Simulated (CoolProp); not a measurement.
Oxygen at 298.15 K and 1.57 MPa flows at 18 m/s in a round tube of 20 mm bore and 15 µm roughness, fully developed (64/Re and Nu = 3.66 if laminar; Colebrook and Gnielinski if turbulent). Each further row changes one setting.

The numbers come from the reference Helmholtz-energy equation of state, Schmidt 1985 in CoolProp.

```
case             Reynolds number  Darcy friction factor  pressure drop (Pa/m)  heat-transfer coefficient (W/(m² K))  mass flow (kg/h)
---------------  ---------------  ---------------------  --------------------  ------------------------------------  ----------------
as stated                 353000                      ?                     ?                                     ?               417
velocity 36 m/s           706000                 0.0189                 12500                                     ?                 ?
diameter 40 mm            706000                      ?                     ?                                     ?              1670
```

**Question.** Some entries are withheld; supply them.

**Answer.** 
- as stated, Darcy friction factor: 0.0193
- as stated, pressure drop (Pa/m): 3210
- as stated, heat-transfer coefficient (W/(m² K)): 950
- velocity 36 m/s, heat-transfer coefficient (W/(m² K)): 1850
- velocity 36 m/s, mass flow (kg/h): 833
- diameter 40 mm, Darcy friction factor: 0.0165
- diameter 40 mm, pressure drop (Pa/m): 1370
- diameter 40 mm, heat-transfer coefficient (W/(m² K)): 805

Viscosity comes from a separate model (Lemmon 2004). Thermal conductivity comes from a separate model (Lemmon 2004).
